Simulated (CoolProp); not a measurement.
Acetone along the isobar 2.23 MPa: fugacity coefficient from the reference equation and from simpler models built on Tc = 508.1 K, pc = 4.692 MPa, ω = 0.307; each cubic takes its own stable root.

Model: reference Helmholtz-energy equation of state, Lemmon 2006, in CoolProp. It is a short technical equation, of lower accuracy than the large ones.

| T (K) | phase | reference |
|---|---|---|
| 327.7 | liquid | 0.04362 |
| 342.4 | liquid | 0.06938 |
| 357.1 | liquid | 0.1051 |
| 371.8 | liquid | 0.1526 |
| 386.5 | liquid | 0.2134 |
| 401.2 | liquid | 0.2887 |
| 415.9 | liquid | 0.3792 |
| 430.6 | liquid | 0.4848 |
| 445.3 | liquid | 0.6051 |
| 474.7 | gas | 0.7695 |

Task: How far does each simpler model (van der Waals, Redlich-Kwong, Soave-Redlich-Kwong, Peng-Robinson) lie from the reference over these 10 states: mean and median of the absolute difference, and the worst?

Result: 
- van der Waals: mean 184.4 %, median 138.5 %, worst +513.3 % at 327.7 K and 2.23 MPa
- Redlich-Kwong: mean 53.9 %, median 50.0 %, worst +108.6 % at 327.7 K and 2.23 MPa
- Soave-Redlich-Kwong: mean 5.3 %, median 5.8 %, worst +7.2 % at 430.6 K and 2.23 MPa
- Peng-Robinson: mean 3.4 %, median 3.7 %, worst +4.4 % at 430.6 K and 2.23 MPa

At some of these states van der Waals gives the other phase, because its saturation line lies elsewhere.
